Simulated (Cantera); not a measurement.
Feed: 1 mol Si, 0.7 mol HCl, 1.3 mol H2, held at 0.120 bar.

These are equilibrium values from Cantera (NASA tables, ideal gas, pure condensed phases), not measurements of a reactor. Candidate condensed phases: Si; 19 gas species. The tables' values for SiCl3 are old estimates; treat these amounts as uncertain. Kinetics and transport are ignored. All values below are at 525 °C.

Base state: H2 0.894, SiCl4 0.0745, SiHCl3 0.0281, HCl 0.00209, SiH2Cl2 0.000855, SiCl3 5.71e-5 (mole fractions); condensed: Si(s).

Problem. What changes in the equilibrium state with this change: pressure from 0.120 bar to 1.20 bar?

Solution. 
| species | before | after |
|---|---|---|
| H2 | 0.894 | 0.890 |
| SiCl4 | 0.0745 | 0.0626 |
| SiHCl3 | 0.0281 | 0.0438 |
| SiH3Cl | 5.98e-6 | 3.20e-5 |
| SiH2Cl2 | 0.000855 | 0.00247 |
| SiCl3 | 5.71e-5 | 2.82e-5 |
| HCl | 0.00209 | 0.00112 |
| Si(s), mol | 0.812 | 0.803 |
